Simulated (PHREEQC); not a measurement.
Leach liquor (model solution)

Dissolve 0.042 mol HCl, 0.0014 mol FeSO4 and 9.5e-05 mol Fe2(SO4)3 per kg of water at 25 °C. Closed to the air; pH follows from the charge balance.

All values are PHREEQC results (ion-association model, phreeqc.dat), not measurements.

This is a speciation only: nothing precipitates in the calculation.

Q: Predict the pH.

A: pH 1.46.

Q: In which forms is S present?

A: HSO4- 62 %, SO4-2 32 %, FeSO4+ 3.5 %, FeSO4 1.7 %, FeHSO4+2 0.6 % of the S.

The solution is supersaturated, for example in Hematite (slow to form), Goethite (slow to form), so a real one may precipitate; this is no full list. Complexes and solids missing from the database can't appear.
